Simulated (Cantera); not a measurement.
Cantera run:

```python
import numpy as np
import cantera as ct

gas_names = """
    CL CL2 H HCL H2 Si SiCL SiCL2 SiCL3 SiCL4 SiH SiHCL3 SiH2 SiH2CL2 SiH3 SiH3CL SiH4 Si2 Si3
""".split()
cond_names = """
    Si(cr) Si(L)
""".split()


def load(file, names, dense=False):
    # The tables refer to 1 bar. Condensed volumes are neglected.
    table = {s.name: s for s in ct.Species.list_from_file(file)}
    out = []
    for n in names:
        d = dict(table[n].input_data)
        d["thermo"] = dict(d["thermo"], **{"reference-pressure": 1e5})
        if dense:
            d["equation-of-state"] = {"model": "constant-volume", "density": "1e6 g/cm^3"}
        out.append(ct.Species.from_dict(d))
    return out


gas = ct.Solution(thermo="ideal-gas", species=load("nasa_gas.yaml", gas_names))
cond = {s.name: ct.Solution(thermo="fixed-stoichiometry", species=[s], name=s.name)
        for s in load("nasa_condensed.yaml", cond_names, dense=True)}
atoms = {
    'SiCl4': {'Si': 1, 'CL': 4},
    'HCl': {'H': 1, 'CL': 1},
    'H2': {'H': 2},
}
top_T = {}  # K; cautious upper limits of use, not melting points


def equilibrate(T, P, feed):
    n = {}
    for name, mol in feed.items():
        for a, k in atoms[name].items():
            n[a] = n.get(a, 0.0) + k * mol
    gas.TPX = T, P, n
    mass = sum(n.values()) * gas.mean_molecular_weight
    gas.equilibrate("TP")
    valid = [c for c in cond.values() if c.min_temp <= T <= top_T.get(c.name, c.max_temp)]
    mix = ct.Mixture([(gas, mass / gas.mean_molecular_weight)] + [(c, 0.0) for c in valid])
    mix.T, mix.P = T, P
    mix.equilibrate("TP", solver="vcs", rtol=1e-11, max_steps=5000)
    return mix


results = []
feed = {'SiCl4': 1, 'HCl': 4.4, 'H2': 12}  # mol
P = 10000  # Pa
for T in [1073, 1148, 1223, 1298, 1373, 1448, 1523]:
    mix = equilibrate(T, P, feed)
    results.append((T, P, feed, dict(zip(mix.species_names, mix.species_moles))))

top = {s: max(r[3][s] / sum(r[3][g] for g in gas_names) for r in results) for s in gas_names}
cols = sorted((s for s in top if top[s] > 0.001), key=lambda s: -top[s])[:9]
seen = [c for c in cond_names if any(r[3].get(c, 0) > 1e-12 for r in results)]
print("log10 of partial pressures in bar; condensed amounts in mol")
print(f"{'T/K':>10s}" + "".join(f"{s[:9]:>10s}" for s in cols + seen))
for T, P, feed, n in results:
    ng = sum(n[g] for g in gas_names)
    print(f"{T:10.4g}" + "".join(f"{np.log10(max(n[s] / ng * P / 1e5, 1e-99)):10.3f}" for s in cols)
          + "".join(f"{n.get(c, 0):10.4g}" for c in seen))
```

It prints:

```
log10 of partial pressures in bar; condensed amounts in mol
       T/K        H2       HCL     SiCL4     SiCL2     SiCL3    SiHCL3
      1073    -1.163    -1.593    -2.257    -5.613    -4.537    -3.738
      1148    -1.164    -1.590    -2.273    -4.692    -4.004    -3.544
      1223    -1.167    -1.583    -2.307    -3.917    -3.563    -3.401
      1298    -1.173    -1.566    -2.382    -3.304    -3.231    -3.334
      1373    -1.184    -1.539    -2.531    -2.872    -3.034    -3.374
      1448    -1.197    -1.510    -2.768    -2.604    -2.969    -3.523
      1523    -1.208    -1.488    -3.082    -2.454    -3.005    -3.751
```

Equilibrium computed with Cantera from the NASA thermochemical tables; the gas is ideal and each condensed phase is pure. The tables' values for SiCl3 are old estimates; treat these amounts as uncertain.
